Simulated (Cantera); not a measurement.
## Adiabatic ignition

An adiabatic, constant-volume homogeneous reactor starts with CH4 : H2 : O2 : N2 : CO2 = 1 : 0.076 : 0.849 : 3.19 : 1.2 (molar parts), at 1148 K and 473 Torr.

Model: GRI-Mech 3.0 (53 species, 325 reactions), integrated in Cantera.

```csv
t (s),T (K),P (bar),x CH4,x H2,x O2,x C2H2,x NO,x CO
4.00e-6,1148,0.630,0.158,0.0120,0.134,<1e-12,<1e-12,<1e-12
1.71e-5,1148,0.630,0.158,0.0120,0.134,<1e-12,<1e-12,1.75e-12
7.28e-5,1148,0.630,0.158,0.0120,0.134,<1e-12,<1e-12,1.23e-11
0.000311,1148,0.630,0.158,0.0120,0.134,<1e-12,<1e-12,1.45e-10
0.00133,1148,0.630,0.158,0.0120,0.134,<1e-12,<1e-12,3.75e-9
0.00566,1148,0.630,0.158,0.0120,0.134,5.68e-12,<1e-12,5.13e-7
0.0241,1151,0.631,0.158,0.0119,0.134,1.83e-9,<1e-12,2.70e-5
0.103,1187,0.652,0.152,0.0127,0.130,8.06e-7,<1e-12,0.00183
0.439,1967,1.28,1.25e-10,0.104,1.11e-7,<1e-12,1.67e-5,0.214
1.87,1967,1.28,1.24e-10,0.104,1.11e-7,<1e-12,6.83e-6,0.214
8.00,1967,1.28,1.24e-10,0.104,1.11e-7,<1e-12,3.83e-6,0.214
```
x: mole fraction; the columns are a selection and need not sum to one.

```json
{
 "time_of_steepest_temperature_rise": "0.132 s",
 "temperature at 8.00 s": "1967 K",
 "equilibrium_temperature": "1967 K",
 "x(CH4) at 8.00 s": "1.24e-10 (gas-phase equilibrium 1.38e-10)",
 "x(H2) at 8.00 s": "0.104 (gas-phase equilibrium 0.104)",
 "x(O2) at 8.00 s": "1.11e-7 (gas-phase equilibrium 1.11e-7)"
}
```
